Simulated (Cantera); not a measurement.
A closed system holds: 1 mol borazine, 1.2 mol O2, 3 mol H2, at 10.0 mbar.

These are equilibrium values from Cantera (NASA tables, ideal gas, pure condensed phases), not measurements of a reactor. Candidate condensed phases: B, BN, B2O3, B3O3H3, H2O; 39 gas species. The feed counts by its element totals alone. Rates play no part.

Over these rows the condensed part is BN(s). Partial pressures as log10 of bar:

```csv
T (K),1000/T (1/K),log p B2O3,log p H2,log p N2,log p HBO,log p B2O2
1825,0.5479,-3.49,-2.16,-2.90,-3.05,-3.38
1875,0.5333,?,-2.17,-2.88,-3.00,-3.30
1925,0.5195,-3.88,-2.18,-2.87,-2.96,-3.26
1975,0.5063,-4.13,-2.19,-2.86,-2.94,-3.25
2025,0.4938,-4.40,-2.20,-2.86,-2.94,-3.26
2075,0.4819,-4.70,-2.21,-2.86,-2.94,-3.29
```

Task: Fit log p(B2O3) = a + b·(1000/T) to the five rows, give the apparent enthalpy, and predict the row at 1875 K.

Result: Means: 1000/T = 0.5099, log p = -4.120. Sxy = 0.047028, Sxx = 0.0025923, so b = 18.14 and a = -4.120 − (18.14)×0.5099 = -13.37.
Apparent enthalpy: −19.145 × (18.14) = -347 kJ/mol. With the condensed phases at unit activity, 1/2 N2(g) + 3/2 B2O2(g) = B2O3(g) + BN(s) links this pressure to the main gases: over the six rows their terms move log p by +0.15 in all, so the slope isn't that reaction's ΔH° alone. The five rows lie within 0.07 of the line.
Prediction at 1875 K: -13.37 + (18.14)×0.5333 = -3.70. The computed value is -3.66, 0.04 from the line.
